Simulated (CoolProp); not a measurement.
Vapour-liquid equilibrium of propane (1) + R227EA (2) at 217.9 K; x and y are mole fractions of (1).

Model: multi-fluid Helmholtz-energy mixture model, Lemmon 2009 and Lemmon 2016; pair parameters Bell 2016, in CoolProp.

| x | bubble pressure (bar) | y at the bubble point | dew pressure at overall composition x (bar) | liquid density (mol/L) |
|---|---|---|---|---|
| 0.05 | 0.2568 | ? | ? | 9.945 |
| 0.2 | ? | 0.764 | 0.1615 | 10.32 |
| 0.35 | ? | 0.808 | 0.1967 | 10.73 |
| 0.5 | 0.5644 | ? | 0.2511 | 11.21 |
| 0.65 | 0.5659 | 0.818 | 0.3459 | 11.77 |
| 0.8 | 0.5716 | 0.836 | 0.5383 | 12.44 |
| 0.95 | ? | 0.925 | 0.5584 | ? |

Question: What belongs in the gaps?

Answer: 
- 0.05, y at the bubble point: 0.512
- 0.05, dew pressure at overall composition x (bar): 0.1370
- 0.2, bubble pressure (bar): 0.4788
- 0.35, bubble pressure (bar): 0.5514
- 0.5, y at the bubble point: 0.816
- 0.95, bubble pressure (bar): 0.5639
- 0.95, liquid density (mol/L): 13.22

y crosses x between x = 0.8 and 0.95: the model has an azeotrope there.

Pair parameters are fitted to limited data, so mixtures are less certain than the pure fluids. With so large a gap from Raoult's law the liquid may split in two, which this calculation doesn't test in full.
